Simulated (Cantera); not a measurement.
**Low-pressure radical oxidation in H2/O2**

An isothermal, constant-pressure homogeneous reactor starts with 0.616 % H2, 99.4 % O2, equivalence ratio 0.0031, at 1200 K and 27.8 Torr.

Cantera simulation using GRI-Mech 3.0 (53 species, 325 reactions); the numbers are that mechanism's predictions, not measurements. Radical loss at walls, strong at low pressure, is not modelled.

```csv
t (s),x H2,x O2,x H2O2,x H2O,x H
6.00e-6,0.00616,0.994,<1e-12,<1e-12,7.74e-11
2.94e-5,0.00616,0.994,<1e-12,1.47e-11,2.13e-10
0.000144,0.00616,0.994,<1e-12,7.16e-10,4.27e-10
0.000707,0.00616,0.994,5.29e-12,4.05e-8,3.67e-9
0.00346,0.00542,0.993,1.56e-8,0.000554,4.00e-5
0.0170,1.30e-5,0.990,2.98e-8,0.00589,0.000103
0.0832,4.14e-6,0.992,2.39e-8,0.00604,1.84e-5
0.408,4.25e-7,0.994,9.47e-9,0.00614,6.22e-7
2.00,2.96e-8,0.994,1.41e-9,0.00617,1.19e-8
```
x: mole fraction; the columns are a selection and need not sum to one.

Equilibrium at this temperature and pressure: H2 4.12e-10, O2 0.994, H2O2 2.84e-11, H2O 0.00618, H 2.10e-11 (gas phase only).
